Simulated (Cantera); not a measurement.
A Cantera script and its output.

```python
import numpy as np
import cantera as ct

gas = ct.Solution("gri30.yaml")
gas.TPX = 1750, 530000, {'CH4': 1, 'CO': 0.14, 'O2': 5.75, 'N2': 50.6}
reactor = ct.IdealGasReactor(gas, energy="on", clone=False)
net = ct.ReactorNet([reactor])
net.rtol, net.atol = 1e-08, 1e-16
show = ['CH4', 'CO', 'O2', 'NO', 'H2O2', 'C2H4']
times = np.geomspace(9e-06, 8, 11)

steps = ct.SolutionArray(gas, extra=["t"])
rows = []
print(f"{'t/s':>10s}{'T/K':>9s}{'P/Pa':>11s}" + "".join(f"{s:>11s}" for s in show))
for t in times:
    while net.time < t:
        t_next = net.step()
        steps.append(gas.state, t=t_next)
    rows.append([np.interp(t, steps.t, y) for y in (steps.T, steps.P, *steps(*show).X.T)])
    print(f"{t:10.3e}{rows[-1][0]:9.1f}{rows[-1][1]:11.4g}" + "".join(f"{x:11.3e}" for x in rows[-1][2:]))
rate = np.gradient(steps.T, steps.t)
print("integrator steps:", len(steps.t))
if steps.T.max() > steps.T[0] + 200:
    print(f"time of steepest temperature rise: {steps.t[rate.argmax()]:.4e} s")
gas.TPX = 1750, 530000, {'CH4': 1, 'CO': 0.14, 'O2': 5.75, 'N2': 50.6}
gas.equilibrate("UV")
print(f"equilibrium (UV): T = {gas.T:.1f} K  " + "  ".join(f"{s} {gas[s].X[0]:.3e}" for s in show))
```

It prints:

```
       t/s      T/K       P/Pa        CH4         CO         O2         NO       H2O2       C2H4
 9.000e-06   1749.8    5.3e+05  1.732e-02  2.435e-03  9.999e-02  9.860e-12  1.890e-08  1.966e-07
 3.541e-05   1754.8  5.316e+05  1.597e-02  2.608e-03  9.915e-02  2.896e-10  2.232e-07  6.057e-05
 1.393e-04   2235.7  6.772e+05  1.001e-18  6.878e-04  6.353e-02  5.208e-05  1.005e-07  4.634e-28
 5.481e-04   2246.5  6.801e+05  3.666e-20  2.470e-04  6.358e-02  1.078e-04  8.589e-08  3.079e-30
 2.157e-03   2245.9  6.799e+05  1.253e-21  2.462e-04  6.348e-02  3.057e-04  8.569e-08  9.508e-33
 8.485e-03   2243.8  6.792e+05  1.200e-21  2.436e-04  6.312e-02  1.040e-03  8.494e-08  7.908e-33
 3.338e-02   2237.2  6.772e+05  1.082e-21  2.357e-04  6.200e-02  3.298e-03  8.267e-08  6.467e-33
 1.314e-01   2227.1  6.741e+05  9.201e-22  2.241e-04  6.029e-02  6.745e-03  7.926e-08  4.773e-33
 5.168e-01   2224.8  6.734e+05  8.858e-22  2.215e-04  5.989e-02  7.547e-03  7.848e-08  4.445e-33
 2.033e+00   2224.8  6.734e+05  8.858e-22  2.215e-04  5.989e-02  7.549e-03  7.848e-08  4.448e-33
 8.000e+00   2224.8  6.734e+05  8.858e-22  2.215e-04  5.989e-02  7.549e-03  7.848e-08  4.448e-33
integrator steps: 1561
time of steepest temperature rise: 5.4709e-05 s
equilibrium (UV): T = 2224.8 K  CH4 1.404e-21  CO 2.215e-04  O2 5.989e-02  NO 7.549e-03  H2O2 7.848e-08  C2H4 5.882e-33
```

Computed with Cantera and GRI-Mech 3.0 (53 species, 325 reactions).
